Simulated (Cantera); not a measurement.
A perfectly stirred reactor is fed with N2O : O2 : H2O = 1 : 0.071 : 0.012 (molar parts), at 0.0178 atm; it is held at 1325 K, and followed from long to short residence time.

Detailed kinetics in Cantera: GRI-Mech 3.0 (53 species, 325 reactions). GRI-Mech 3.0 was tuned for natural gas; its chemistry of N2O as a main component is partial and can be far from experiment. Radical loss at walls, strong at low pressure, is not modelled. The mechanism lacks the step 2 NO + O2 → 2 NO2, which can matter for NO2 below about 1400 K. The temperature is held fixed by assumption; the heat of reaction is taken as removed at once.

x: mole fraction; the columns are a selection and need not sum to one.

| τ (s) | x N2O | x O2 | x NO | x NO2 | x N2 | x O |
|---|---|---|---|---|---|---|
| 16 | 0.280 | 0.240 | 0.0630 | ? | 0.409 | 9.79e-6 |
| 5.7 | 0.506 | 0.178 | 0.0410 | ? | 0.265 | 9.94e-6 |
| 2.0 | 0.715 | 0.122 | 0.0204 | ? | 0.132 | 1.01e-5 |
| 0.71 | 0.836 | 0.0888 | 0.00843 | ? | 0.0551 | 1.02e-5 |
| 0.25 | 0.891 | 0.0742 | 0.00315 | ? | 0.0207 | 1.05e-5 |
| 0.089 | 0.911 | 0.0687 | 0.00116 | ? | 0.00755 | 1.07e-5 |
| 0.032 | 0.919 | 0.0667 | 0.000433 | ? | 0.00272 | 1.07e-5 |
| 0.011 | 0.922 | 0.0659 | 0.000153 | ? | 0.000925 | 1.06e-5 |
| 0.0040 | 0.923 | 0.0657 | 5.46e-5 | ? | 0.000329 | 1.03e-5 |
| 0.0014 | 0.923 | 0.0656 | 1.74e-5 | ? | 0.000110 | 9.34e-6 |

**Question.** Some entries are withheld; supply them.

**Answer.** 
- 16, x NO2: 0.000166
- 5.7, x NO2: 0.000279
- 2.0, x NO2: 0.000359
- 0.71, x NO2: 0.000330
- 0.25, x NO2: 0.000211
- 0.089, x NO2: 8.76e-5
- 0.032, x NO2: 2.18e-5
- 0.011, x NO2: 2.36e-6
- 0.0040, x NO2: 1.11e-7
- 0.0014, x NO2: 2.12e-9
